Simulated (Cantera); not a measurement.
**Adiabatic ignition**

An adiabatic, constant-volume homogeneous reactor starts with CH3OH : O2 : N2 = 1 : 1.07 : 4.03 (molar parts), at 1550 K and 750 Torr.

Cantera simulation using GRI-Mech 3.0 (53 species, 325 reactions); the numbers are that mechanism's predictions, not measurements. GRI-Mech 3.0 was tuned for natural gas; its chemistry of methanol as a main component is partial and can be far from experiment.

```csv
t (s),T (K),P (bar),x CH3OH,x O2,x C2H,x N2O,x H2O2
5.00e-6,1550,1.00,0.164,0.175,<1e-12,9.68e-11,4.36e-7
1.62e-5,1550,1.00,0.163,0.175,<1e-12,1.17e-9,1.20e-5
5.27e-5,1556,1.01,0.159,0.173,<1e-12,1.29e-8,0.000183
0.000171,2900,2.24,<1e-12,0.00897,<1e-12,3.47e-7,4.01e-7
0.000555,2925,2.26,<1e-12,0.00740,<1e-12,4.35e-7,3.98e-7
0.00180,2920,2.25,<1e-12,0.00708,<1e-12,4.69e-7,3.86e-7
0.00585,2920,2.25,<1e-12,0.00708,<1e-12,4.70e-7,3.86e-7
0.0190,2920,2.25,<1e-12,0.00708,<1e-12,4.70e-7,3.86e-7
0.0616,2920,2.25,<1e-12,0.00708,<1e-12,4.70e-7,3.86e-7
0.200,2920,2.25,<1e-12,0.00708,<1e-12,4.70e-7,3.86e-7
```
x: mole fraction; the columns are a selection and need not sum to one.

```yaml
time_of_steepest_temperature_rise: 0.116 ms
temperature at 0.200 s: 2920 K
equilibrium_temperature: 2920 K
x(CH3OH) at 0.200 s: <1e-12 (gas-phase equilibrium <1e-12)
x(O2) at 0.200 s: 0.00708 (gas-phase equilibrium 0.00708)
x(C2H) at 0.200 s: <1e-12 (gas-phase equilibrium <1e-12)
```
